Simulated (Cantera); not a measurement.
Charge: 1 mol SiH4, 0.074 mol HCl, 15 mol N2, held at 652 °C and 0.410 bar.

These are equilibrium values from Cantera (NASA tables, ideal gas, pure condensed phases), not measurements of a reactor. Candidate condensed phases: NH4Cl, Si, Si3N4; 28 gas species. N2 is the only nitrogen source here; it is nearly inert below about 1500 K, so the nitride shown seldom forms there in practice. The numbers say what is thermodynamically allowed, not how fast it happens.

Base state: N2 0.874, H2 0.122, HCl 0.00451, NH3 1.62e-5 (mole fractions); condensed: Si3N4(s).

Task: What changes in the equilibrium state with this change: SiH4 replaced by Si2Cl6?

Result: 
```csv
species,before,after
N2,0.874,0.903
SiCl4,9.45e-9,0.0924
HCl,0.00451,0.00448
H2,0.122,3.80e-5
NH3,1.62e-5,<1e-9
"Si3N4(s), mol",0.333,0.167
```
The feed counts by its element totals alone.

Task: What changes in the equilibrium state with this change: SiH4 replaced by SiCl4?

Result: 
```json
[
 {"species": "N2", "before": "0.874", "after": "0.933"},
 {"species": "SiCl4", "before": "9.45e-9", "after": "0.0622"},
 {"species": "HCl", "before": "0.00451", "after": "0.00460"},
 {"species": "H2", "before": "0.122", "after": "6.63e-9"},
 {"species": "NH3", "before": "1.62e-5", "after": "<1e-9"},
 {"species": "Si3N4(s), mol", "before": "0.333", "after": "0"}
]
```
